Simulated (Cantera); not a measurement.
## C2H5OH + CO2 (carbon deposition, reforming and gasification)

A closed system holds: 1 mol C2H5OH, 0.045 mol CO2, equilibrated at 1.33 mbar.

Cantera equilibrium calculation (NASA polynomials, part measured and part estimated; ideal gas, pure solids and liquids). Candidate condensed phases: C, C6H6, C7H8, C8H18, H2O; 110 gas species. Kinetics and transport are ignored.

```tsv
T (°C)	x H	x H2	x CO	x H2O	x CH4	x CO2	x C3	x C	n C(graphite)
300	<1e-12	0.596	0.00410	0.236	0.0975	0.0664	<1e-12	<1e-12	1.55
500	2.14e-11	0.741	0.229	0.0108	0.00155	0.0171	<1e-12	<1e-12	1.06
700	2.54e-8	0.733	0.266	0.000162	9.22e-5	9.48e-5	<1e-12	<1e-12	0.956
900	2.77e-6	0.733	0.266	9.25e-6	1.40e-5	2.64e-6	<1e-12	<1e-12	0.955
1100	7.81e-5	0.733	0.266	1.22e-6	3.61e-6	2.15e-7	<1e-12	<1e-12	0.955
1300	0.000953	0.733	0.266	2.71e-7	1.31e-6	3.40e-8	<1e-12	<1e-12	0.955
1500	0.00665	0.728	0.266	8.42e-8	5.95e-7	8.28e-9	3.72e-11	9.14e-11	0.954
1700	0.0311	0.706	0.262	3.23e-8	3.03e-7	2.67e-9	1.06e-8	1.27e-8	0.951
1900	0.106	0.640	0.252	1.34e-8	1.52e-7	1.02e-9	1.04e-6	7.04e-7	0.943
2100	0.270	0.497	0.231	5.18e-9	6.14e-8	4.12e-10	4.63e-5	1.98e-5	0.924
2300	0.506	0.289	0.199	1.56e-9	1.49e-8	1.68e-10	0.00112	0.000331	0.880
2500	0.689	0.114	0.168	3.41e-10	1.77e-9	7.27e-11	0.0169	0.00367	0.496
2700	0.755	0.0360	0.151	1.17e-10	7.91e-11	6.68e-11	0.0323	0.0167	0
```
x: gas mole fraction; n: condensed amount in mol.

From 300 °C to 2500 °C the condensed part is C(graphite). At 2700 °C nothing is condensed. The main C-bearing gas is CH4 at 300 °C and CO at 2700 °C. The share of C in condensed phases is highest at 300 °C (76.0 %) and lowest at 2700 °C (0.0 %).
